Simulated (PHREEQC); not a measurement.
# Acid mine or pickling water (model solution)

Synthetic water in mmol/kgw, 25 °C, pH 4.17, pe 9.6:

| constituent | mmol/kgw |
|---|---|
| Na | 26.4 |
| K | 0.28 |
| Ca | 8.88 |
| Mg | 3.3 |
| Cl | 18.1 |
| S(6) | 15.7 |
| Cu(2) | 0.0212 |

Valence states are taken as typed.

All values are PHREEQC results (ion-association model, phreeqc.dat), not measurements.

Precipitation was switched off in this run.

Question: Estimate the ionic strength.

Answer: ionic strength 0.0624 mol/kgw.

Question: In which forms is Na present?

Answer: Na+ 98 %, NaSO4- 2.4 % of the Na.
